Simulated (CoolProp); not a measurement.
The numbers come from the reference Helmholtz-energy equation of state, Leachman 2009 in CoolProp.

Task: Give the vapour pressure (MPa), liquid density (kg/m³), vapour density (kg/m³), liquid viscosity (µPa s) of saturated normal hydrogen at 24.7, 26.6, 30.4 K.

Result: 
| T (K) | p (MPa) | liquid density (kg/m³) | vapour density (kg/m³) | liquid viscosity (µPa s) |
|---|---|---|---|---|
| 24.7 | 0.301 | 65.2 | 3.66 | 9.67 |
| 26.6 | 0.443 | 62.0 | 5.37 | 8.41 |
| 30.4 | 0.857 | 53.4 | 11.3 | 6.13 |

Viscosity comes from a separate model (Muzny 2013).
